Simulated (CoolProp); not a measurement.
Saturated liquid density (kg/m³) of sulfur hexafluoride: the reference equation beside estimates from Tc = 318.7 K, pc = 3755 kPa, ω = 0.210.

The numbers come from the reference Helmholtz-energy equation of state, Guder 2009 in CoolProp.

| T (K) | reference | Redlich-Kwong | Soave-Redlich-Kwong | Peng-Robinson |
|---|---|---|---|---|
| 249.5 | 1708 | 1546 | 1606 | 1822 |
| 254.2 | 1681 | 1513 | 1573 | 1785 |
| 258.8 | 1653 | 1479 | 1539 | 1747 |
| 263.5 | 1623 | 1443 | 1502 | 1705 |
| 268.2 | 1592 | 1405 | 1464 | 1661 |
| 272.9 | 1560 | 1365 | 1423 | 1615 |
| 277.6 | 1525 | 1324 | 1380 | 1565 |
| 282.2 | 1490 | 1280 | 1335 | 1514 |
| 286.9 | 1450 | 1233 | 1286 | 1456 |
| 291.6 | 1408 | 1183 | 1233 | 1394 |
| 296.3 | 1360 | 1128 | 1175 | 1326 |
| 301 | 1307 | 1068 | 1110 | 1250 |

Absolute difference from the reference over all 12 rows, mean and median: Redlich-Kwong 13.2 and 12.8 %, Soave-Redlich-Kwong 9.7 and 9.1 %, Peng-Robinson 3.7 and 3.9 %.
